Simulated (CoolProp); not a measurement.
A closed Brayton cycle with carbon dioxide: compressor inlet 312.15 K and 9.5 MPa, high pressure 27 MPa, turbine inlet 985 K, compressor efficiency 0.89, turbine efficiency 0.85, recuperator effectiveness 0.8 (on enthalpy, no pinch check). Each further row changes one setting.

Model: reference Helmholtz-energy equation of state, Span 1996, in CoolProp.

```csv
case,thermal efficiency (%),net work (kJ/kg),compressor to turbine work,compressor exit (K),turbine exit (K)
as stated,31.9,128,0.18,348.0,852.6
turbine inlet 935 K,31.3,120,0.19,348.0,806.9
compressor inlet 322.15 K,31.5,114,0.27,392.0,852.6
high pressure 22.9 MPa,29.3,111,0.17,341.6,872.7
recuperator effectiveness 0.5,21.9,128,0.18,348.0,852.6
```
